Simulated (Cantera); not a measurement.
Charge: 1 mol Fe, 0.078 mol H2O, 160 mol N2, held at 1848 K and 4050 Torr.

Method: chemical equilibrium by Gibbs-energy minimisation in Cantera with the NASA 1993 tables (ideal gas, pure condensed phases). Candidate condensed phases: Fe, FeO, Fe(OH)2, Fe(OH)3, Fe2O3, Fe3O4, H2O; 27 gas species. Each liquid is taken as pure. Mutual solubility and eutectic melting of coexisting phases are not modelled. The tables' stoichiometric FeO is somewhat more stable than real wüstite, so its field is too wide. FeO: taken at fixed stoichiometry. Rates play no part.

Base state: N2 1.000, H2 0.000333, H2O 0.000152, Fe 1.06e-5 (mole fractions); condensed: Fe(l) + FeO(l).

### Question
What changes in the equilibrium state with this change: pressure from 4050 Torr to 3.08 Torr?

### Answer
```json
[
 {"species": "N2", "before": "1.000", "after": "0.993"},
 {"species": "Fe", "before": "1.06e-5", "after": "0.00597"},
 {"species": "H2O", "before": "0.000152", "after": "0.000217"},
 {"species": "H2", "before": "0.000333", "after": "0.000204"},
 {"species": "FeO", "before": "6.49e-8", "after": "8.54e-5"},
 {"species": "NO", "before": "1.96e-7", "after": "1.65e-5"},
 {"species": "H", "before": "4.16e-6", "after": "0.000118"},
 {"species": "Fe(l), mol", "before": "0.945", "after": "0"},
 {"species": "FeO(l), mol", "before": "0.0535", "after": "0.0239"}
]
```
